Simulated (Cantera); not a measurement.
A closed system holds: 1 mol Cu2O, 0.58 mol CH4, 0.72 mol CO, at 0.0825 Torr.

These are equilibrium values from Cantera (NASA tables, ideal gas, pure condensed phases), not measurements of a reactor. Candidate condensed phases: C, C6H6, C7H8, C8H18, Cu, CuO, Cu(OH)2, Cu2O, H2O; 113 gas species. Kinetics and transport are ignored. All values below are at 2348 K.

Base state: Cu 0.366, H 0.277, CO 0.229, H2 0.0554, O 0.0370, H2O 0.0127, OH 0.0109, CO2 0.00911 (mole fractions); condensed: gas only.

Question: What changes in the equilibrium state with this change: pressure from 0.0825 Torr to 1.13 Torr?

Answer: 
```csv
species,before,after
Cu,0.366,0.418
CO,0.229,0.253
H2,0.0554,0.128
H,0.277,0.114
O,0.0370,0.00501
H2O,0.0127,0.0541
CO2,0.00911,0.0187
OH,0.0109,0.00830
Cu2,2.45e-6,4.37e-5
O2,0.00353,0.000884
```
